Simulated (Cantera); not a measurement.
Ignition delay

Mixture: 5.17 % CH₄, 19.9 % O₂, 74.9 % N₂, at 55000 Pa, adiabatic and at constant volume. Ignition delay is the time to a rise of 400 K.

Computed with Cantera and GRI-Mech 3.0 (53 species, 325 reactions).

```json
[
 {"T0 (K)": "1150", "delay (ms)": "110"},
 {"T0 (K)": "1250", "delay (ms)": "25.1"},
 {"T0 (K)": "1350", "delay (ms)": "6.94"},
 {"T0 (K)": "1450", "delay (ms)": "2.35"},
 {"T0 (K)": "1550", "delay (ms)": "0.968"},
 {"T0 (K)": "1650", "delay (ms)": "0.461"},
 {"T0 (K)": "1750", "delay (ms)": "0.243"}
]
```

The apparent activation energy between 1550 and 1750 K is 160 kJ/mol.
